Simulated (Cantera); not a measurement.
Charge: 1 mol borazine, 0.17 mol H₂O, 73 mol H₂, equilibrated at 0.00133 bar.

Cantera equilibrium calculation (NASA polynomials, part measured and part estimated; ideal gas, pure solids and liquids). Candidate condensed phases: B, BN, B₂O₃, B₃O₃H₃, H₂O; 39 gas species. The feed counts by its element totals alone. Rates play no part.

Task: At 1202 °C, list the 7 most abundant gas species with their mole fractions, and the condensed phases.

Result: H₂ 0.996, HBO 0.00206, N₂ 0.00109, H 0.000355, B₂O₂ 3.39e-5, HBO₂ 3.10e-5, BO 1.98e-5. Condensed: BN(s).
